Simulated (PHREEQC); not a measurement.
Solution (85 °C): 0.0011 mol/kgw H2SeO4, 0.15 mol/kgw NaHCO3 and 0.002 mol/kgw NaCl. Closed to the air; pH follows from the charge balance.

Model: ion-association model, wateq4f.dat, run in PHREEQC.

```csv
quantity,before,after
pH,7.40,8.46
HCO3- (mol/kgw),0.130,0.101
CO2 (mol/kgw),0.00855,0.000566
NaCO3- (mol/kgw),0.00575,0.0398
SI of Nahcolite (NaHCO3),-1.91,-2.14
SI of Halite (NaCl),-5.53,-5.65
```

Question: Which change was made?
A. temperature from 85 to 25 °C
B. NaHCO3 from 0.15 to 0.075 mol/kgw
C. NaHCO3 from 0.15 to 0.165 mol/kgw
D. 0.047 mol/kgw CsOH added

Answer: D, 0.047 mol/kgw CsOH added

Precipitation was switched off in this run. Away from 25 °C the constants follow the database's enthalpies or fits; those with neither stay at their 25 °C values.
